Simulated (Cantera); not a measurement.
An isothermal plug-flow reactor at 598 K and 5.00 bar (inlet), inlet velocity 1 m/s, active area per volume 1200 1/m; feed CO : O2 : N2 : H2O = 0.0085 : 0.038 : 0.79 : 0.081 (molar parts), equivalence ratio 0.11.

Cantera simulation using Deutschmann's 1995 Pt surface mechanism with GRI-Mech 3.0 gas chemistry; the numbers are that mechanism's predictions, not measurements. Catalytic surfaces can have several steady states; this one follows from the mechanism file's or the stated starting coverage. Mass transfer to the wall is taken as infinitely fast.

Q: Predict: x(CO) at z = 0.059 m; x(O2) at z = 0.059 m; x(H2O) at z = 0.059 m; x(CO2) at z = 0.059 m; θ(free Pt) at the exit; θ(O*) at the exit; θ(OH*) at the exit; θ(CO*) at the exit.

A: 
- x(CO) at z = 0.059 m = 0.00843
- x(O2) at z = 0.059 m = 0.0410
- x(H2O) at z = 0.059 m = 0.0883
- x(CO2) at z = 0.059 m = 0.000838
- θ(free Pt) at the exit = 0.00412
- θ(O*) at the exit = 0.00701
- θ(OH*) at the exit = 0.00157
- θ(CO*) at the exit = 0.987
